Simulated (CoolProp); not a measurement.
A closed Brayton cycle with carbon dioxide: compressor inlet 320.15 K and 7.9 MPa, high pressure 17.7 MPa, turbine inlet 810 K, compressor efficiency 0.8, turbine efficiency 0.9, recuperator effectiveness 0.95 (on enthalpy, no pinch check). Each further row changes one setting.

The numbers come from the reference Helmholtz-energy equation of state, Span 1996 in CoolProp.

| case | thermal efficiency (%) | net work (kJ/kg) | compressor to turbine work | compressor exit (K) | turbine exit (K) |
|---|---|---|---|---|---|
| as stated | 33.6 | 64.4 | 0.39 | 387.3 | 714.4 |
| turbine inlet 760 K | 31.4 | 57.1 | 0.42 | 387.3 | 668.0 |
| compressor inlet 330.15 K | 32.4 | 58.5 | 0.44 | 402.8 | 714.4 |
| high pressure 15 MPa | 32.5 | 53.4 | 0.37 | 373.1 | 733.6 |
| recuperator effectiveness 0.5 | 17.8 | 64.4 | 0.39 | 387.3 | 714.4 |
